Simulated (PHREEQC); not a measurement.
A solution holds 0.091 mol HNO3, 0.022 mol CaCl2 and 0.11 mol MnSO4 per kg of water, at 61 °C. Closed to the air; pH follows from the charge balance.

The numbers come from PHREEQC with the ion-association model, phreeqc.dat.

Each row changes one thing in this solution. Precipitation was switched off in this run.

```tsv
case	pH	ionic strength (mol/kgw)	Mn+2 (mol/kgw)	HSO4- (mol/kgw)	MnSO4 (mol/kgw)	SO4-2 (mol/kgw)
as made	1.53	0.343	0.0763	0.0498	0.0303	0.0233
MnSO4 from 0.11 to 0.011 mol/kgw	1.19	0.177	0.0100	0.00808	0.000388	0.00137
CaCl2 from 0.022 to 0.011 mol/kgw	1.53	0.315	0.0760	0.0512	0.0322	0.0232
CaCl2 left out	1.53	0.288	0.0755	0.0526	0.0342	0.0232
CaCl2 replaced by MnCl2 at the same molality	1.51	0.343	0.0919	0.0508	0.0361	0.0230
0.0017 mol/kgw HCl added	1.51	0.344	0.0765	0.0504	0.0300	0.0231
```

At this temperature some constants are extrapolated from 25 °C, and those without enthalpy data are left unchanged.
